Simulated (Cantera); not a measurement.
# Adiabatic ignition

An adiabatic, constant-volume homogeneous reactor starts with 24.8 % H2, 16.3 % O2, 58.8 % N2, equivalence ratio 0.76, at 1573 K and 0.670 bar.

Detailed kinetics in Cantera: GRI-Mech 3.0 (53 species, 325 reactions).

```json
[
 {"t (s)": "8.00e-6", "T (K)": "1573", "P (bar)": "0.670", "x H2": "0.248", "x O2": "0.163", "x HO2": "7.60e-6", "x H2O": "0.000444", "x H": "0.000372", "x OH": "6.39e-5"},
 {"t (s)": "2.28e-5", "T (K)": "1930", "P (bar)": "0.807", "x H2": "0.0434", "x O2": "0.0574", "x HO2": "1.74e-5", "x H2O": "0.155", "x H": "0.0823", "x OH": "0.0258"},
 {"t (s)": "6.51e-5", "T (K)": "2558", "P (bar)": "1.03", "x H2": "0.0393", "x O2": "0.0483", "x HO2": "9.57e-6", "x H2O": "0.185", "x H": "0.0379", "x OH": "0.0396"},
 {"t (s)": "0.000186", "T (K)": "2898", "P (bar)": "1.14", "x H2": "0.0308", "x O2": "0.0435", "x HO2": "1.59e-5", "x H2O": "0.209", "x H": "0.0196", "x OH": "0.0406"},
 {"t (s)": "0.000530", "T (K)": "2898", "P (bar)": "1.13", "x H2": "0.0309", "x O2": "0.0409", "x HO2": "1.53e-5", "x H2O": "0.210", "x H": "0.0190", "x OH": "0.0395"},
 {"t (s)": "0.00151", "T (K)": "2892", "P (bar)": "1.13", "x H2": "0.0312", "x O2": "0.0386", "x HO2": "1.45e-5", "x H2O": "0.210", "x H": "0.0188", "x OH": "0.0385"},
 {"t (s)": "0.00431", "T (K)": "2892", "P (bar)": "1.13", "x H2": "0.0313", "x O2": "0.0383", "x HO2": "1.44e-5", "x H2O": "0.211", "x H": "0.0187", "x OH": "0.0383"},
 {"t (s)": "0.0123", "T (K)": "2892", "P (bar)": "1.13", "x H2": "0.0313", "x O2": "0.0383", "x HO2": "1.44e-5", "x H2O": "0.211", "x H": "0.0187", "x OH": "0.0383"},
 {"t (s)": "0.0351", "T (K)": "2892", "P (bar)": "1.13", "x H2": "0.0313", "x O2": "0.0383", "x HO2": "1.44e-5", "x H2O": "0.211", "x H": "0.0187", "x OH": "0.0383"},
 {"t (s)": "0.100", "T (K)": "2892", "P (bar)": "1.13", "x H2": "0.0313", "x O2": "0.0383", "x HO2": "1.44e-5", "x H2O": "0.211", "x H": "0.0187", "x OH": "0.0383"}
]
```
x: mole fraction; the columns are a selection and need not sum to one.

- time of steepest temperature rise: 15.2 µs
- temperature at 0.100 s: 2892 K
- equilibrium temperature: 2892 K
- x(H2) at 0.100 s: 0.0313 (gas-phase equilibrium 0.0313)
- x(O2) at 0.100 s: 0.0383 (gas-phase equilibrium 0.0383)
- x(HO2) at 0.100 s: 1.44e-5 (gas-phase equilibrium 1.44e-5)
